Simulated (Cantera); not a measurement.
What does this Cantera script print?

```python
import numpy as np
import cantera as ct

gas_names = """
    AL ALCL ALCL2 ALCL3 ALH ALN AL2 AL2CL6 CL CL2 H HCL H2 N NH NH2 NH3 N2 N2H2 N2H4
""".split()
cond_names = """
    AL(cr) AL(L) ALCL3(s) ALCL3(L) ALN(s) NH4CL(a) NH4CL(b)
""".split()


# ... load() reads the species with a 1 bar reference pressure and builds the phases ...
atoms = {
    'Al': {'AL': 1},
    'HCl': {'H': 1, 'CL': 1},
    'N2': {'N': 2},
}
top_T = {'ALN(s)': 2750}  # K; cautious upper limits of use, not melting points


# ... equilibrate(T, P, feed) seeds the gas with the atoms and calls Mixture.equilibrate('TP', solver="vcs", rtol=1e-11, max_steps=5000) ...
results = []
T = 900  # K
P = 400  # Pa
for m in [1.2, 1.5, 2, 2.5, 3.3, 4.3, 5.5, 7.1, 9.2, 12, 15, 20, 26]:
    feed = {'Al': 1, 'HCl': 1.2, 'N2': m}  # mol
    mix = equilibrate(T, P, feed)
    results.append((T, P, feed, dict(zip(mix.species_names, mix.species_moles))))

top = {s: max(r[3][s] / sum(r[3][g] for g in gas_names) for r in results) for s in gas_names}
cols = sorted((s for s in top if top[s] > 1e-06), key=lambda s: -top[s])[:7]
seen = [c for c in cond_names if any(r[3].get(c, 0) > 1e-12 for r in results)]
print("log10 of partial pressures in bar; condensed amounts in mol")
print(f"{'n(N2)':>10s}" + "".join(f"{s[:9]:>10s}" for s in cols + seen))
for T, P, feed, n in results:
    ng = sum(n[g] for g in gas_names)
    print(f"{feed['N2']:10.4g}" + "".join(f"{np.log10(max(n[s] / ng * P / 1e5, 1e-99)):10.3f}" for s in cols)
          + "".join(f"{n.get(c, 0):10.4g}" for c in seen))
```

Output:

```
log10 of partial pressures in bar; condensed amounts in mol
     n(N2)        N2        H2     ALCL3       HCL    AL2CL6    ALN(s)
       1.2    -2.741    -2.990    -3.166    -3.320    -6.662    0.6757
       1.5    -2.676    -3.058    -3.234    -3.366    -6.797    0.6789
         2    -2.610    -3.152    -3.328    -3.434    -6.986    0.6829
       2.5    -2.569    -3.230    -3.406    -3.492    -7.142    0.6859
       3.3    -2.529    -3.332    -3.508    -3.570    -7.346    0.6897
       4.3    -2.500    -3.434    -3.610    -3.650    -7.550    0.6932
       5.5    -2.478    -3.532    -3.708    -3.728    -7.746    0.6965
       7.1    -2.461    -3.637    -3.813    -3.813    -7.955       0.7
       9.2    -2.447    -3.746    -3.922    -3.901    -8.173    0.7036
        12    -2.436    -3.859    -4.035    -3.994    -8.400    0.7073
        15    -2.428    -3.956    -4.132    -4.073    -8.594    0.7105
        20    -2.421    -4.082    -4.259    -4.177    -8.847    0.7147
        26    -2.416    -4.199    -4.375    -4.274    -9.079    0.7185
```

These are equilibrium values from Cantera (NASA tables, ideal gas, pure condensed phases), not measurements of a reactor.
